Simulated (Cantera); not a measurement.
An adiabatic, constant-pressure homogeneous reactor starts with H₂ : O₂ : N₂ = 1 : 0.208 : 0.783 (molar parts), equivalence ratio 2.4, at 1400 K and 750 Torr. Integrator tolerance rtol = 1e-08.

Computed with Cantera and the H2/O2 subset of GRI-Mech 3.0, which has no nitrogen chemistry.

Task: What does this change do: initial temperature 1400 to 1750 K?

Result: 
```json
[
 {"quantity": "time of steepest temperature rise", "before": "21.5 µs", "after": "7.30 µs"},
 {"quantity": "temperature at 0.200 s", "before": "2675 K", "after": "2828 K"},
 {"quantity": "equilibrium temperature", "before": "2675 K", "after": "2828 K"},
 {"quantity": "x(H₂) at 0.200 s", "before": "0.310 (gas-phase equilibrium 0.310)", "after": "0.299 (gas-phase equilibrium 0.299)"},
 {"quantity": "x(O₂) at 0.200 s", "before": "9.08e-5 (gas-phase equilibrium 9.08e-5)", "after": "0.000304 (gas-phase equilibrium 0.000304)"},
 {"quantity": "x(O) at 0.200 s", "before": "0.000311 (gas-phase equilibrium 0.000311)", "after": "0.00106 (gas-phase equilibrium 0.00106)"},
 {"quantity": "x(HO₂) at 0.200 s", "before": "9.80e-8 (gas-phase equilibrium 9.80e-8)", "after": "3.30e-7 (gas-phase equilibrium 3.30e-7)"},
 {"quantity": "x(H₂O) at 0.200 s", "before": "0.224 (gas-phase equilibrium 0.224)", "after": "0.214 (gas-phase equilibrium 0.214)"}
]
```

Task: What does this change do: O2 0.208 to 0.3 parts?

Result: 
```csv
quantity,before,after
time of steepest temperature rise,21.5 µs,16.7 µs
temperature at 0.200 s,2675 K,2899 K
equilibrium temperature,2675 K,2899 K
x(H₂) at 0.200 s,0.310 (gas-phase equilibrium 0.310),0.207 (gas-phase equilibrium 0.207)
x(O₂) at 0.200 s,9.08e-5 (gas-phase equilibrium 9.08e-5),0.00199 (gas-phase equilibrium 0.00199)
x(O) at 0.200 s,0.000311 (gas-phase equilibrium 0.000311),0.00355 (gas-phase equilibrium 0.00355)
x(HO₂) at 0.200 s,9.80e-8 (gas-phase equilibrium 9.80e-8),1.82e-6 (gas-phase equilibrium 1.82e-6)
x(H₂O) at 0.200 s,0.224 (gas-phase equilibrium 0.224),0.292 (gas-phase equilibrium 0.292)
```
